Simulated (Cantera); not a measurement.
Input: 1 mol MgO, 6.6 mol C, 0.12 mol CO, at 2400 K and 5180 Torr.

Cantera equilibrium calculation (NASA polynomials, part measured and part estimated; ideal gas, pure solids and liquids). Candidate condensed phases: C, Mg, MgCO3, MgO; 15 gas species. Kinetics and transport are ignored.

Base state: CO 0.528, Mg 0.472, Mg2 0.000123, CO2 1.03e-5 (mole fractions); condensed: C(graphite).

**Question.** What changes in the equilibrium state with this change: MgO replaced by TiO2?

**Answer.** 
| species | before | after |
|---|---|---|
| CO | 0.528 | 1.000 |
| CO2 | 1.03e-5 | 3.68e-5 |
| Mg | 0.472 | 0 |
| Mg2 | 0.000123 | 0 |
| C(graphite), mol | 5.60 | 3.60 |
| TiC(s), mol | 0 | 1.00 |
TiC: taken at fixed stoichiometry. Further candidate phases: Ti, TiC, TiO, TiO2, Ti2O3, Ti3O5, Ti4O7.
